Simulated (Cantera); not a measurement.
# Stirred combustor or abatement burner

A perfectly stirred reactor is fed with CH₄ : C₂H₆ : O₂ : N₂ : H₂O = 1 : 0.13 : 2.05 : 7.69 : 0.8 (molar parts), at 15000 Torr; it is adiabatic with a 725 K inlet, and is followed from long to short residence time, starting on the burning branch (τ in s: 0.043, 0.017, 0.0068, 0.0027, 0.0011, 0.00043, 0.00017, 6.7e-05, 2.7e-05, 1.1e-05).

Computed with Cantera and GRI-Mech 3.0 (53 species, 325 reactions). The pressure lies above the range GRI-Mech 3.0 was tuned for (to about 10 atm).

| τ (s) | T (K) | x CH₄ | x C₂H₆ | x O₂ | x CH₂ | x NO | x C₂H₂ |
|---|---|---|---|---|---|---|---|
| 0.043 | 2341 | 9.61e-6 | 1.29e-8 | 4.87e-5 | 5.60e-8 | 0.000188 | 7.10e-7 |
| 0.017 | 2340 | 2.17e-5 | 3.24e-8 | 7.78e-5 | 1.38e-7 | 0.000201 | 1.74e-6 |
| 0.0068 | 2338 | 4.45e-5 | 7.97e-8 | 0.000141 | 3.28e-7 | 0.000219 | 4.07e-6 |
| 0.0027 | 2335 | 8.41e-5 | 1.96e-7 | 0.000274 | 7.64e-7 | 0.000241 | 9.17e-6 |
| 0.0011 | 2330 | 0.000146 | 4.66e-7 | 0.000533 | 1.69e-6 | 0.000260 | 1.92e-5 |
| 0.00043 | 2321 | 0.000249 | 1.15e-6 | 0.00107 | 3.72e-6 | 0.000271 | 3.94e-5 |
| 0.00017 | 2306 | 0.000432 | 2.85e-6 | 0.00215 | 7.84e-6 | 0.000260 | 7.96e-5 |
| 6.7e-5 | 2276 | 0.000839 | 7.77e-6 | 0.00453 | 1.60e-5 | 0.000207 | 0.000176 |
| 2.7e-5 | 2198 | 0.00229 | 3.16e-5 | 0.0116 | 2.87e-5 | 8.23e-5 | 0.000533 |
| 1.1e-5 | 725 | 0.0857 | 0.0111 | 0.176 | <1e-12 | <1e-12 | <1e-12 |
x: mole fraction; the columns are a selection and need not sum to one.
